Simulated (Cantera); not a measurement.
A closed system holds: 1 mol Ti(OiPr)4, 2.2 mol O2, 41 mol H2, 9.6 mol CH4, held at 1000 °C and 68.0 mbar.

Method: chemical equilibrium by Gibbs-energy minimisation in Cantera with the NASA 1993 tables (ideal gas, pure condensed phases). Candidate condensed phases: C, C6H6, C7H8, C8H18, H2O, Ti, TiC, TiO, TiO2, Ti2O3, Ti3O5, Ti4O7; 113 gas species. The feed counts by its element totals alone. Mutual solubility and eutectic melting of coexisting phases are not modelled. TiC: taken at fixed stoichiometry. Equilibrium is a limit: real reactors are often held back by kinetics, nucleation or transport.

Base state: H2 0.906, CO 0.0938, CH4 0.000523, H2O 6.86e-5 (mole fractions); condensed: C(graphite) + TiC(s) + Ti3O5(s).

Task: What changes in the equilibrium state with this change: pressure from 68.0 mbar to 12.0 Pa?

Result: 
```tsv
species	before	after
H2	0.906	0.898
CO	0.0938	0.102
H	2.61e-6	6.19e-5
CH4	0.000523	9.09e-7
H2O	6.86e-5	1.30e-7
C(graphite), mol	13.3	12.2
TiC(s), mol	0.568	1.00
Ti3O5(s), mol	0.144	0
```

Task: What changes in the equilibrium state with this change: temperature from 1000 °C to 977 °C?

Result: 
```csv
species,before,after
H2,0.906,0.916
CO,0.0938,0.0832
CH4,0.000523,0.000627
H2O,6.86e-5,7.80e-5
"C(graphite), mol",13.3,14.8
"TiC(s), mol",0.568,0
"Ti3O5(s), mol",0.144,0.333
```

Task: What changes in the equilibrium state with this change: pressure from 68.0 mbar to 62.0 Pa?

Result: 
| species | before | after |
|---|---|---|
| H2 | 0.906 | 0.898 |
| CO | 0.0938 | 0.102 |
| H | 2.61e-6 | 2.72e-5 |
| CH4 | 0.000523 | 4.69e-6 |
| H2O | 6.86e-5 | 6.73e-7 |
| C(graphite), mol | 13.3 | 12.2 |
| TiC(s), mol | 0.568 | 1.00 |
| Ti3O5(s), mol | 0.144 | 0 |
